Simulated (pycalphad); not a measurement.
Computed with pycalphad from the COST 507 light-alloy database (1999), at 1 atm. The data set is of 1999 and partly superseded. Phase fractions are per mole of atoms.

**Question.** Give the equilibrium state of Sn-24.17Si (wt.%) at 1200 K.

**Answer.** DIAMOND_A4, fraction 0.566, with >99.99 Si wt.%; LIQUID, fraction 0.434, with 0.44 Si wt.%.

**Question.** Give the equilibrium state of Sn-24.17Si (wt.%) at 500 K.

**Answer.** 
```
T = 500.00 K, P = 101325 Pa, N = 1 mol of atoms
G = -17672 J/mol, H = 5025 J/mol, S = 45.39 J/(mol K)  (SER reference)
chemical potentials (J/mol): Sn -27180, Si -10615
phase             fraction      x(Sn)      x(Si)
DIAMOND_A4          0.5740   1.89e-07     1.0000
BCT_A5              0.4260     1.0000       none
```

DIAMOND_A4 is diamond (Si); BCT_A5 is bct (Sn). An entry "none" or "no" means that the model of the phase leaves that element out.
